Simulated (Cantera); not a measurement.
Input (Python, Cantera) and output of one run.

```python
import numpy as np
import cantera as ct

gas_names = """
    B BF BF2 BF3 BH BHF2 BH2 BH3 BN B2 F F2 H HF H2 H2F2 H3F3 H4F4 H5F5 H6F6 H7F7 N NF NF2 NF3 NH NH2
    NH3 N2 N2H2 N2H4
""".split()
cond_names = """
    B(b) B(L) BN(s)
""".split()


# ... load() reads the species with a 1 bar reference pressure and builds the phases ...
atoms = {
    'BN': {'B': 1, 'N': 1},
    'NF3': {'N': 1, 'F': 3},
    'H2': {'H': 2},
}
top_T = {'BN(s)': 3200}  # K; cautious upper limits of use, not melting points


# ... equilibrate(T, P, feed) seeds the gas with the atoms and calls Mixture.equilibrate('TP', solver="vcs", rtol=1e-11, max_steps=5000) ...
results = []
feed = {'BN': 1, 'NF3': 5.9, 'H2': 33}  # mol
T = 1800  # K
P = 22  # Pa
mix = equilibrate(T, P, feed)
results.append((T, P, feed, dict(zip(mix.species_names, mix.species_moles))))
x = sorted(zip(gas.X, gas.species_names), reverse=True)
print(f"T = {T:g} K  P = {P:g} Pa  gas = {mix.phase_moles(0):.4g} mol")
print("   x: " + "  ".join(f"{s} {v:.3e}" for v, s in x if v > 1e-05))
print("   condensed (mol): " + ("  ".join(f"{mix.phase(i).name} {mix.phase_moles(i):.4g}"
      for i in range(1, mix.n_phases) if mix.phase_moles(i) > 1e-12) or "none"))
```

Result:

```
T = 1800 K  P = 22 Pa  gas = 45.37 mol
   x: H2 5.526e-01  HF 3.314e-01  N2 7.604e-02  H 1.794e-02  BF3 1.600e-02  BF2 4.535e-03  BF 1.397e-03  BHF2 1.033e-04
   condensed (mol): none
```

Method: chemical equilibrium by Gibbs-energy minimisation in Cantera with the NASA 1993 tables (ideal gas, pure condensed phases). The tables' values for BF2 are old estimates; treat these amounts as uncertain.
